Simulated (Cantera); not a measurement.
Feed: 1 mol Cu, 0.011 mol CO2, 11 mol H2, 0.43 mol CO, held at 38000 Pa.

Method: chemical equilibrium by Gibbs-energy minimisation in Cantera with the NASA 1993 tables (ideal gas, pure condensed phases). Candidate condensed phases: C, C6H6, C7H8, C8H18, Cu, CuO, Cu(OH)2, Cu2O, H2O; 113 gas species. The numbers say what is thermodynamically allowed, not how fast it happens. All values below are at 1448 K.

Base state: H2 0.960, CO 0.0385, H2O 0.000987, CH4 4.22e-5, CO2 1.67e-5, H 1.47e-5 (mole fractions); condensed: Cu(l).

**Question.** What changes in the equilibrium state with this change: CO2 from 0.011 to 17 mol?

**Answer.** 
```json
[
 {"species": "CO2", "before": "1.67e-5", "after": "0.319"},
 {"species": "CO", "before": "0.0385", "after": "0.294"},
 {"species": "H2O", "before": "0.000987", "after": "0.279"},
 {"species": "H2", "before": "0.960", "after": "0.108"},
 {"species": "CH4", "before": "4.22e-5", "after": "1.63e-9"},
 {"species": "H", "before": "1.47e-5", "after": "4.92e-6"},
 {"species": "Cu(l), mol", "before": "1.000", "after": "1.000"}
]
```
